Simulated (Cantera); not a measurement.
Cantera with NASA thermochemical tables; ideal gases at 1 bar, condensed phases pure. Values are per mole of reaction as written; species without (g) are pure solids or liquids, kept so even where they would boil at 1 bar. TiC: taken at fixed stoichiometry.

C₂H₆(g) + 2 TiCl₃(g) → 6 HCl(g) + 2 TiC, with ΔH° = 240.5 kJ and ΔS° = 307.1 J/K at 300 K.

**Question.** How far is the shortcut ΔG° ≈ ΔH°(300 K) − T·ΔS°(300 K) from the full temperature-dependent value at 2500, 2525, 2550, 2575, 2600 K?

**Answer.** 
| T (K) | shortcut (kJ) | full (kJ) | difference (kJ) | difference in log10 K |
|---|---|---|---|---|
| 2500 | -527.4 | -577.9 | 50.5 | -1.06 |
| 2525 | -535.0 | -586.2 | 51.2 | -1.06 |
| 2550 | -542.7 | -594.5 | 51.8 | -1.06 |
| 2575 | -550.4 | -602.8 | 52.4 | -1.06 |
| 2600 | -558.1 | -611.2 | 53.1 | -1.07 |
The shortcut ignores the heat-capacity change of the reaction.
